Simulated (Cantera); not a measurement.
Input: 1 mol TiCl4, 4.3 mol CH4, 5.7 mol H2, held at 0.0270 bar.

Equilibrium computed with Cantera from the NASA thermochemical tables; the gas is ideal and each condensed phase is pure. Candidate condensed phases: C, C6H6, C7H8, C8H18, Ti, TiC, TiCl2, TiCl3, TiCl4; 96 gas species. The tables' values for TiCl2 are old estimates; treat these amounts as uncertain. TiC: taken at fixed stoichiometry. Kinetics and transport are ignored.

log p: log10 of the partial pressure in bar; n: condensed amount in mol.

```tsv
T (°C)	log p H2	log p HCl	log p TiCl4	log p H	log p Cl	log p TiCl3	log p C2H2 (acetylene)	n C(graphite)	n TiC(s)
727	-1.64	-2.47	-3.09	-9.47	-10.32	-4.14	-10.59	3.78	0.488
877	-1.67	-2.27	-3.60	-7.96	-8.61	-4.00	-9.09	3.50	0.790
1027	-1.69	-2.20	…	…	…	…	…	3.37	0.932
1177	-1.69	-2.19	-5.11	-5.87	-6.46	-4.41	-7.00	3.33	0.972
1327	-1.69	-2.18	-5.76	-5.11	-5.71	-4.64	-6.25	3.31	0.985
1477	-1.69	-2.18	…	…	…	…	…	3.31	0.990
1627	-1.69	-2.18	-6.76	-3.95	-4.56	-5.00	-5.11	3.30	0.991
1777	-1.70	-2.19	-7.17	-3.49	-4.12	-5.16	-4.67	3.28	0.991
1927	-1.71	-2.20	-7.54	-3.10	-3.74	-5.31	-4.30	3.25	0.989
```

**Question.** Some entries are withheld; supply them.

**Answer.** 
- 1477, log p TiCl4: -6.30
- 1477, log p H: -4.48
- 1477, log p Cl: -5.08
- 1477, log p TiCl3: -4.83
- 1477, log p C2H2 (acetylene): -5.63
- 1027, log p TiCl4: -4.36
- 1027, log p H: -6.80
- 1027, log p Cl: -7.39
- 1027, log p TiCl3: -4.16
- 1027, log p C2H2 (acetylene): -7.93
